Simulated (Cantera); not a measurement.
Equilibrium for boron, boron nitride and boron oxide: BF3 + O2

Charge: 1 mol BF3, 2.1 mol O2, held at 1550 K and 12.0 mbar.

Method: chemical equilibrium by Gibbs-energy minimisation in Cantera with the NASA 1993 tables (ideal gas, pure condensed phases). Candidate condensed phases: B, B2O3; 21 gas species. Rates play no part.

```yaml
x(O2): 0.677
x(BF3): 0.322
x(F): 0.000328
x(BOF): 0.000158
x(O): 5.88e-5
x(BOF2): 1.16e-5
gas_amount: 3.101 mol
log10 activity of B(s) (absent): -19.68
```
